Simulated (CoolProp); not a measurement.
Aqueous propylene glycol as a coolant, 30 % by mass, freezing at -12.8 °C, 1 atm.

The numbers come from the Melinder's fits for secondary coolants in CoolProp.

```
T (°C)  Prandtl number  density (kg/m³)  conductivity (W/(m K))  viscosity (mPa s)
------  --------------  ---------------  ----------------------  -----------------
-3.6              76.6             1033                   0.426               8.59
-0.5              64.8             1032                   0.428               7.30
2.5               55.6             1031                   0.430               6.28
5.6               47.8              ___                   0.433                ___
8.6               41.5             1029                   0.435               4.72
11.7              36.1             1027                   0.438               4.13
14.8              31.7             1026                   0.440               3.63
17.8              28.0             1025                   0.443                ___
20.9              24.9             1023                   0.445               2.87
23.9              22.3             1022                   0.448               2.58
27                20.0             1020                   0.450               2.32
30.1              18.0             1019                   0.453               2.10
```

Problem. Fill in the missing entries.

Solution. 
- 5.6, density (kg/m³): 1030
- 5.6, viscosity (mPa s): 5.41
- 17.8, viscosity (mPa s): 3.22
